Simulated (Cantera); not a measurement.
Charge: 1 mol SiC, 0.0016 mol O2, 79 mol N2, at 1577 °C and 1.50 bar.

Method: chemical equilibrium by Gibbs-energy minimisation in Cantera with the NASA 1993 tables (ideal gas, pure condensed phases). Candidate condensed phases: C, Si, SiC, SiO2, Si2N2O, Si3N4; 34 gas species. Mutual solubility and eutectic melting of coexisting phases are not modelled. Equilibrium is a limit: real reactors are often held back by kinetics, nucleation or transport.

Base state: N2 1.000, CO 3.97e-5 (mole fractions); condensed: SiC(s) + Si3N4(s).

### Question
What changes in the equilibrium state with this change: pressure from 1.50 bar to 0.530 Pa?

### Answer
```csv
species,before,after
N2,1.000,0.987
Si,2.37e-7,0.0121
SiC2,1.36e-9,0.000235
Si2C,3.26e-9,5.54e-5
CN,3.02e-8,2.93e-5
SiN,1.12e-7,1.07e-5
"SiC(s), mol",0.997,0
"Si3N4(s), mol",0.00102,0
"C(graphite), mol",0,0.952
```
The tables' values for SiN are old estimates; treat these amounts as uncertain.
